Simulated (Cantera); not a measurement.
A closed system holds: 1 mol SF6, 2.2 mol H2O, 0.28 mol O2, equilibrated at 1.00 bar.

Method: chemical equilibrium by Gibbs-energy minimisation in Cantera with the NASA 1993 tables (ideal gas, pure condensed phases). Candidate condensed phases: H2O, H2SO4, S; 43 gas species. The tables' values for SOF2, SF3 are old estimates; treat these amounts as uncertain. Kinetics and transport are ignored.

Q: At 2450 K, list the 4 most abundant gas species with their mole fractions, and the condensed phases.

A: HF 0.596, F 0.213, SO2 0.131, O2 0.0525. Condensed: gas only.
